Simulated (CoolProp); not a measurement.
The numbers come from the reference Helmholtz-energy equation of state, Akasaka 2023 in CoolProp.

Question: For R1336mzz(E), give the phase and the cp (kJ/(kg K)), speed of sound (m/s), expansivity (1/kK) at 267.3 K and 1.77 MPa.

Answer: 
- 267.3 K and 1.77 MPa: liquid; cp 1.21, speed of sound 721, expansivity 1.84
